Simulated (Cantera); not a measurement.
Input: 1 mol SiCl4, 8.8 mol H2, 0.17 mol HCl, at 2400 °C and 13300 Pa.

Equilibrium computed with Cantera from the NASA thermochemical tables; the gas is ideal and each condensed phase is pure. The tables' values for SiCl, SiCl3 are old estimates; treat these amounts as uncertain. Gases not in the tables: Si2H6 and higher silanes. Rates play no part.

```
species    before     after
-------  --------  --------
H2          0.555     0.854
H           0.105     0.130
HCl         0.229    0.0120
SiCl2      0.0347   5.28e-6
Cl         0.0301   0.00127
Si         0.0338   0.00290
SiCl3    0.000157   1.00e-9
Si3       1.49e-5   9.44e-9
SiCl      0.00988   3.57e-5
Si2      0.000324   2.39e-6
SiH       0.00190  0.000202
SiH2     0.000287   3.80e-5
```
Gas species are given as mole fractions.

What was changed between the two runs?
(A) pressure from 13300 Pa to 620 Pa
(B) temperature from 2400 °C to 1675 °C
(C) SiCl4 replaced by SiH2Cl2
(D) H2 from 8.8 to 290 mol

D, H2 from 8.8 to 290 mol. The tables' values for SiCl are old estimates; treat these amounts as uncertain
